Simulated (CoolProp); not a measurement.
Vapour-liquid equilibrium of CH2F2 (R32) (1) + dimethyl ether (2) at -15.25 °C; x and y are mole fractions of (1).

The numbers come from the multi-fluid Helmholtz-energy mixture model, Tillner-Roth 1997 and Wu 2011; pair parameters Bell 2016 in CoolProp.

```tsv
x	bubble pressure, mixture model (kPa)	bubble pressure, Raoult's law (kPa)	y, mixture model	y, Raoult's law
0.05	165.0	167.4	(withheld)	0.144
0.2	212.4	217.3	0.424	0.445
0.35	(withheld)	267.3	0.620	0.633
0.5	316.7	317.2	0.752	0.762
0.65	(withheld)	367.2	0.846	0.856
0.8	(withheld)	417.1	(withheld)	0.928
0.95	467.0	467.0	0.980	0.984
```

### Question
Fill in the missing entries.

### Answer

- 0.05, y, mixture model: 0.128
- 0.35, bubble pressure, mixture model (kPa): 264.2
- 0.65, bubble pressure, mixture model (kPa): 368.1
- 0.8, bubble pressure, mixture model (kPa): 417.8
- 0.8, y, mixture model: 0.919

The largest gap from Raoult's law is -2.3 % in bubble pressure, at x = 0.2. No azeotrope shows between x = 0.05 and 0.95.

The pair parameters rest on a limited set of measurements; away from them the model extrapolates.
